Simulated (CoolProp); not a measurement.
Vapour-liquid equilibrium of dimethyl ether (1) + R236EA (2) at 9.26 bar; x and y are mole fractions of (1).

The numbers come from the multi-fluid Helmholtz-energy mixture model, Wu 2011 and Rui 2013; pair parameters Bell 2016 in CoolProp.

| x | bubble temperature, mixture model (K) | bubble temperature, Raoult's law (K) | y, mixture model | y, Raoult's law |
|---|---|---|---|---|
| 0.05 | 349.7 | 347.4 | 0.054 | 0.107 |
| 0.2 | ? | 340.5 | ? | 0.368 |
| 0.35 | ? | 334.4 | 0.430 | 0.563 |
| 0.5 | 341.0 | 329.0 | ? | 0.710 |
| 0.65 | ? | 324.2 | ? | 0.823 |
| 0.8 | 324.9 | 319.8 | ? | 0.911 |
| 0.95 | 316.9 | 315.9 | ? | 0.980 |

Problem. Some entries are withheld; supply them.

Solution. 
- 0.2, bubble temperature, mixture model (K): 348.6
- 0.2, y, mixture model: 0.230
- 0.35, bubble temperature, mixture model (K): 345.9
- 0.5, y, mixture model: 0.638
- 0.65, bubble temperature, mixture model (K): 333.6
- 0.65, y, mixture model: 0.816
- 0.8, y, mixture model: 0.934
- 0.95, y, mixture model: 0.991

The largest gap from Raoult's law is +12.0 K in bubble temperature, at x = 0.5. No azeotrope shows between x = 0.05 and 0.95.

Pair parameters are fitted to limited data, so mixtures are less certain than the pure fluids.
